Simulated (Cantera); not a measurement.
A perfectly stirred reactor is fed with CH4 : N2 = 1 : 85 (molar parts), at 3300 Pa; it is held at 1975 K, and followed from long to short residence time.

Model: GRI-Mech 3.0 (53 species, 325 reactions), integrated in Cantera. GRI-Mech 3.0 stops at C3 and has no aromatics, soot or wall deposition, so with more carbon than oxygen in the feed, carbon stays in small species such as C2H2 where larger ones or solid carbon would form. Radical loss at walls, strong at low pressure, is not modelled.

What does this change do: temperature 1975 to 1850 K?


```tsv
quantity	before	after
x(CH4) at τ = 0.780 s	0.000424	0.00108
x(C2H) at τ = 0.780 s	1.45e-6	4.28e-7
x(CH2) at τ = 0.780 s	2.35e-6	1.24e-6
x(H) at τ = 0.780 s	0.000267	0.000121
x(C2H4) at τ = 0.780 s	6.01e-6	1.86e-5
x(CH4) at τ = 10.0 ms	0.00716	0.0103
x(C2H) at τ = 10.0 ms	2.87e-7	2.04e-8
x(CH2) at τ = 10.0 ms	4.31e-6	8.97e-7
x(H) at τ = 10.0 ms	6.11e-5	1.01e-5
x(C2H4) at τ = 10.0 ms	0.000274	0.000170
```
